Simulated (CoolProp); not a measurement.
Vapour pressure (MPa) of R236FA: the reference equation beside estimates from Tc = 398.1 K, pc = 3.191 MPa, ω = 0.377. Clausius-Clapeyron is anchored at 304.4 K with a constant enthalpy of vaporisation of 21.54 kJ/mol.

Computed with CoolProp (reference Helmholtz-energy equation of state, Pan 2012).

```csv
T (K),reference,Lee-Kesler,Clausius-Clapeyron,van der Waals,Redlich-Kwong,Soave-Redlich-Kwong,Peng-Robinson
274.2,0.1125,0.1120,0.1306,0.5889,0.2432,0.1119,0.1122
281.8,0.1517,0.1515,0.1685,0.6772,0.3066,0.1514,0.1511
289.3,0.2002,0.2004,0.2138,0.7724,0.3799,0.2003,0.1993
296.9,0.2608,0.2615,0.2689,0.8773,0.4662,0.2616,0.2596
304.4,0.3334,0.3349,0.3334,0.9894,0.5641,0.3354,0.3322
312,0.4219,0.4241,0.4102,1.112,0.6771,0.4255,0.4207
319.5,0.5257,0.5286,0.4985,1.242,0.8032,0.5314,0.5248
327.1,0.6496,0.6531,0.6019,1.383,0.9465,0.6580,0.6494
```

Absolute difference from the reference over all 8 rows, mean and median: Lee-Kesler 0.4 and 0.4 %, Clausius-Clapeyron 6.5 and 6.0 %, van der Waals 237.7 and 216.6 %, Redlich-Kwong 76.9 and 74.0 %, Soave-Redlich-Kwong 0.6 and 0.6 %, Peng-Robinson 0.3 and 0.3 %.
